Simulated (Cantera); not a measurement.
An isothermal, constant-pressure homogeneous reactor starts with 5.30 % H2, 94.7 % O2, at 1325 K and 1330 Pa.

Detailed kinetics in Cantera: the H2/O2 subset of GRI-Mech 3.0, which has no nitrogen chemistry. Radical loss at walls, strong at low pressure, is not modelled. The temperature is held fixed by assumption; the heat of reaction is taken as removed at once.

x: mole fraction; the columns are a selection and need not sum to one.

```
t (s)           x H2   x O2        x OH         x H       x HO2         x O
--------  ----------  -----  ----------  ----------  ----------  ----------
2.00e-6       0.0530  0.947    2.87e-11    7.55e-10    7.83e-10    2.88e-11
1.07e-5       0.0530  0.947    7.13e-10     3.50e-9     4.18e-9    7.31e-10
5.69e-5       0.0530  0.947  (withheld)  (withheld)  (withheld)  (withheld)
0.000304      0.0530  0.947     4.08e-7     2.41e-7     1.19e-7     5.31e-7
0.00162      0.00792  0.911     0.00851     0.00928     2.86e-6      0.0266
0.00864     0.000861  0.907     0.00495     0.00613     2.43e-6      0.0338
0.0461      0.000507  0.924     0.00382     0.00261     2.06e-6      0.0189
0.246        8.18e-5  0.942     0.00155    0.000161     8.66e-7     0.00293
1.31         4.87e-6  0.945    0.000380     2.32e-6     1.17e-7    0.000173
7.00      (withheld)  0.945  (withheld)  (withheld)  (withheld)  (withheld)
```

Problem. Fill in the missing entries.

Solution. 
- 5.69e-5, x OH: 1.25e-8
- 5.69e-5, x H: 1.35e-8
- 5.69e-5, x HO2: 2.23e-8
- 5.69e-5, x O: 1.41e-8
- 7.00, x H2: 3.77e-7
- 7.00, x OH: 0.000106
- 7.00, x H: 5.01e-8
- 7.00, x HO2: 2.65e-8
- 7.00, x O: 1.34e-5
